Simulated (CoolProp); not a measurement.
Saturated liquid density (kg/m³) of R236EA: the reference equation beside estimates from Tc = 412.4 K, pc = 3.414 MPa, ω = 0.368. Rackett uses Z = 0.29056 − 0.08775 ω.

Computed with CoolProp (reference Helmholtz-energy equation of state, Rui 2013).

```
T (K)  reference  Rackett  van der Waals  Redlich-Kwong  Peng-Robinson
-----  ---------  -------  -------------  -------------  -------------
253.4       1560     1644          923.7           1357           1606
259.5       1542     1625          914.0           1341           1590
265.5       1525     1606          904.2           1323           1574
271.6       1507     1587          894.0           1306           1556
277.7       1489     1567          883.5           1287           1538
283.7       1471     1547          872.9           1268           1519
289.8       1453     1527          861.9           1249           1499
295.8       1434     1506          850.7           1229           1478
301.9       1414     1484          839.0           1208           1456
308         1394     1462          827.0           1187           1433
314         1374     1440          814.7           1165           1410
320.1       1353     1417          801.9           1142           1384
326.1       1331     1393          788.7           1118           1358
```

Absolute difference from the reference over all 13 rows, mean and median: Rackett 5.1 and 5.1 %, van der Waals 40.7 and 40.7 %, Redlich-Kwong 14.2 and 14.0 %, Peng-Robinson 2.9 and 3.1 %.
